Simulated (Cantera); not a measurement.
## Low-pressure radical oxidation in H2/O2

An isothermal, constant-pressure homogeneous reactor starts with 7.32 % H2, 92.7 % O2, equivalence ratio 0.040, at 925 K and 0.0132 atm.

Detailed kinetics in Cantera: the H2/O2 subset of GRI-Mech 3.0, which has no nitrogen chemistry. Radical loss at walls, strong at low pressure, is not modelled. Below about 950 K walls govern HO2 and H2O2 in real vessels. The temperature is held fixed by assumption; the heat of reaction is taken as removed at once.

| t (s) | x H2 | x O2 | x O | x OH | x H2O |
|---|---|---|---|---|---|
| 0.000300 | 0.0732 | 0.927 | 9.88e-12 | 5.31e-12 | 7.99e-12 |
| 0.000783 | 0.0732 | 0.927 | 7.18e-11 | 2.94e-11 | 1.02e-10 |
| 0.00204 | 0.0732 | 0.927 | 1.81e-9 | 6.83e-10 | 3.55e-9 |
| 0.00533 | 0.0732 | 0.927 | 4.33e-6 | 1.63e-6 | 8.81e-6 |
| 0.0139 | 0.00465 | 0.905 | 0.0124 | 0.00209 | 0.0619 |
| 0.0363 | 0.000445 | 0.922 | 0.00200 | 0.000461 | 0.0750 |
| 0.0949 | 6.29e-5 | 0.924 | 0.000257 | 0.000132 | 0.0758 |
| 0.248 | 1.03e-5 | 0.924 | 3.80e-5 | 5.01e-5 | 0.0760 |
| 0.646 | 1.59e-6 | 0.924 | 6.73e-6 | 2.15e-5 | 0.0760 |
| 1.69 | 2.18e-7 | 0.924 | 1.47e-6 | 1.01e-5 | 0.0760 |
| 4.40 | 3.20e-8 | 0.924 | 3.85e-7 | 5.20e-6 | 0.0760 |
| 11.5 | 6.98e-9 | 0.924 | 1.17e-7 | 2.86e-6 | 0.0760 |
| 30.0 | 2.04e-9 | 0.924 | 3.86e-8 | 1.64e-6 | 0.0760 |
x: mole fraction; the columns are a selection and need not sum to one.

Equilibrium at this temperature and pressure: H2 5.39e-12, O2 0.924, O 1.12e-10, OH 8.79e-8, H2O 0.0760 (gas phase only).
